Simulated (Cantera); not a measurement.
A Cantera script and its output.

```python
import numpy as np
import cantera as ct

gas = ct.Solution("gri30.yaml")
gas.TPX = 1725, 1100000, {'CO': 1, 'H2': 0.061, 'CH4': 0.45, 'O2': 1.3, 'N2': 4.29}
reactor = ct.IdealGasReactor(gas, energy="on", clone=False)
net = ct.ReactorNet([reactor])
net.rtol, net.atol = 1e-08, 1e-16
show = ['CO', 'H2', 'CH4', 'CH3', 'NO']
times = np.geomspace(1e-06, 0.9, 15)

steps = ct.SolutionArray(gas, extra=["t"])
rows = []
print(f"{'t/s':>10s}{'T/K':>9s}{'P/Pa':>11s}" + "".join(f"{s:>11s}" for s in show))
for t in times:
    while net.time < t:
        t_next = net.step()
        steps.append(gas.state, t=t_next)
    rows.append([np.interp(t, steps.t, y) for y in (steps.T, steps.P, *steps(*show).X.T)])
    print(f"{t:10.3e}{rows[-1][0]:9.1f}{rows[-1][1]:11.4g}" + "".join(f"{x:11.3e}" for x in rows[-1][2:]))
rate = np.gradient(steps.T, steps.t)
print("integrator steps:", len(steps.t))
if steps.T.max() > steps.T[0] + 200:
    print(f"time of steepest temperature rise: {steps.t[rate.argmax()]:.4e} s")
gas.TPX = 1725, 1100000, {'CO': 1, 'H2': 0.061, 'CH4': 0.45, 'O2': 1.3, 'N2': 4.29}
gas.equilibrate("UV")
print(f"equilibrium (UV): T = {gas.T:.1f} K  " + "  ".join(f"{s} {gas[s].X[0]:.3e}" for s in show))
```

Result:

```
       t/s      T/K       P/Pa         CO         H2        CH4        CH3         NO
 1.000e-06   1724.9    1.1e+06  1.408e-01  8.592e-03  6.332e-02  4.645e-05  1.118e-12
 2.663e-06   1725.2    1.1e+06  1.408e-01  8.592e-03  6.314e-02  1.777e-04  5.902e-12
 7.089e-06   1732.4  1.105e+06  1.406e-01  8.662e-03  6.151e-02  7.458e-04  6.552e-11
 1.888e-05   3260.6  2.086e+06  1.045e-01  1.376e-02  2.938e-13  2.755e-12  2.337e-03
 5.026e-05   3244.3  2.072e+06  1.051e-01  1.415e-02  3.495e-13  3.030e-12  1.672e-02
 1.338e-04   3241.2   2.07e+06  1.052e-01  1.421e-02  3.556e-13  3.054e-12  1.843e-02
 3.563e-04   3241.2   2.07e+06  1.052e-01  1.421e-02  3.556e-13  3.054e-12  1.844e-02
 9.487e-04   3241.2   2.07e+06  1.052e-01  1.421e-02  3.556e-13  3.054e-12  1.844e-02
 2.526e-03   3241.2   2.07e+06  1.052e-01  1.421e-02  3.556e-13  3.054e-12  1.844e-02
 6.726e-03   3241.2   2.07e+06  1.052e-01  1.421e-02  3.556e-13  3.054e-12  1.844e-02
 1.791e-02   3241.2   2.07e+06  1.052e-01  1.421e-02  3.556e-13  3.054e-12  1.844e-02
 4.768e-02   3241.2   2.07e+06  1.052e-01  1.421e-02  3.556e-13  3.054e-12  1.844e-02
 1.270e-01   3241.2   2.07e+06  1.052e-01  1.421e-02  3.556e-13  3.054e-12  1.844e-02
 3.380e-01   3241.2   2.07e+06  1.052e-01  1.421e-02  3.556e-13  3.054e-12  1.844e-02
 9.000e-01   3241.2   2.07e+06  1.052e-01  1.421e-02  3.556e-13  3.054e-12  1.844e-02
integrator steps: 1754
time of steepest temperature rise: 1.6074e-05 s
equilibrium (UV): T = 3241.2 K  CO 1.052e-01  H2 1.421e-02  CH4 4.580e-13  CH3 3.933e-12  NO 1.844e-02
```

Computed with Cantera and GRI-Mech 3.0 (53 species, 325 reactions). Above 3000 K some thermodynamic fits are extrapolated.
